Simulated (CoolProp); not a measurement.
A single-stage vapour-compression cycle with the fluid: evaporating at 312.15 K (dew point), condensing at 363.15 K (bubble point), superheat 0 K, subcooling 2 K, compressor efficiency 0.9, no pressure losses. The same conditions are run with several fluids, on thermodynamics alone (safety and materials aside).

Values from CoolProp's reference Helmholtz-energy equation of state of each fluid (R124: de Vries 1995; hexamethyldisiloxane (MM): Thol 2016; cyclohexane: Zhou 2014; chlorine: Thol 2021; n-heptane: Span 2003; c-C4F8 (RC318): Platzer 1990). The equations of Platzer and Polt are older, rougher fits.

Question: Rank R124, hexamethyldisiloxane (MM), cyclohexane, chlorine, n-heptane, c-C4F8 (RC318) by cooling COP, highest first.

Answer: cyclohexane (4.65), n-heptane (4.39), chlorine (4.30), hexamethyldisiloxane (MM) (3.91), R124 (3.62), c-C4F8 (RC318) (2.73)

```tsv
fluid	pressure ratio	discharge temperature (K)	refrigerating effect (kJ/kg)	volumetric capacity (kJ/m³)
R124	3.37	363.2	76.1	2700
hexamethyldisiloxane (MM)	6.78	363.1	124	85.8
cyclohexane	5.61	363.1	283	220
chlorine	2.92	415.8	183	6450
n-heptane	6.67	363.1	239	110
c-C4F8 (RC318)	3.49	363.1	36.9	1580
```

The compression ends wet for: R124; hexamethyldisiloxane (MM); cyclohexane; n-heptane; c-C4F8 (RC318).
